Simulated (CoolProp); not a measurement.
Vapour-liquid equilibrium of propane (1) + R245fa (2) at 313.3 K; x and y are mole fractions of (1).

Values from CoolProp's multi-fluid Helmholtz-energy mixture model, Lemmon 2009 and Akasaka 2015; pair parameters Bell 2016.

**Question.** Give the bubble pressure and the first vapour's composition at x = 0.2, 0.5, 0.8. Is there an azeotrope?

**Answer.** x = 0.2: 824.7 kPa, y = 0.704; x = 0.5: 1135 kPa, y = 0.807; x = 0.8: 1292 kPa, y = 0.881. No azeotrope shows between x = 0.05 and 0.95.

The pair parameters rest on a limited set of measurements; away from them the model extrapolates. With so large a gap from Raoult's law the liquid may split in two, which this calculation doesn't test in full.
